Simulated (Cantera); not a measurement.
Tantalum, niobium, vanadium and zirconium in process gases: V + N₂O

Input: 1 mol V, a varied amount of N₂O, equilibrated at 1.50 bar.

These are equilibrium values from Cantera (NASA tables, ideal gas, pure condensed phases), not measurements of a reactor. Candidate condensed phases: V, VN, VO, V₂O₃, V₂O₄, V₂O₅; 13 gas species. Mutual solubility and eutectic melting of coexisting phases are not modelled. Condensed phases not in the tables: the oxides between V₂O₃ and V₂O₅ other than VO₂. Gases not in the tables: V₄O₁₀. Kinetics and transport are ignored.

Stable condensed phases:

```
T in K \ n(N₂O) in mol
         2.1 2.7 3.5 4.5 5.8 7.5 9.7  13
   1725    A   B   C   C   C   C   C   C
   1650    A   B   C   C   C   C   C   C
   1575    A   C   C   C   C   C   C   C
   1500    B   C   C   C   C   C   C   C
   1425    B   C   C   C   C   C   C   C
   1350    B   C   C   C   C   C   C   C
   1275    B   C   C   C   C   C   C   C
   1200    B   C   C   C   C   C   C   C
   1125    B   C   C   C   C   C   C   C
   1050    B   C   C   C   C   C   C   C
    975    B   C   C   C   C   C   C   C
    900    B   C   C   C   C   C   C   C
    825    B   C   C   C   C   C   C   C
```

A: V₂O₄; B: V₂O₄ + V₂O₅; C: V₂O₅.
